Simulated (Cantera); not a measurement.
Gas mixture: 100 % O2, at 2.48 Torr, frozen composition.

Cantera's kinetic-theory transport with the Lennard-Jones parameters of GRI-Mech 3.0, ideal gas; thermal conductivity in the multicomponent form.

One state of this run: ρ (kg/m³) = 0.00159; cp (J/kg/K) = 1055; μ (µPa s) = 41.4; λ (mW/m/K) = 61.5; Pr = 0.710; D (cm²/s) C2H2 = 287; D (cm²/s) N2 = 344; D (cm²/s) H = 2150. D: mixture-averaged diffusion coefficient of that species in the mixture.

Q: Which value of T (K) does it belong to?
A. 1100
B. 800
C. 400
D. 700

A: B, 800
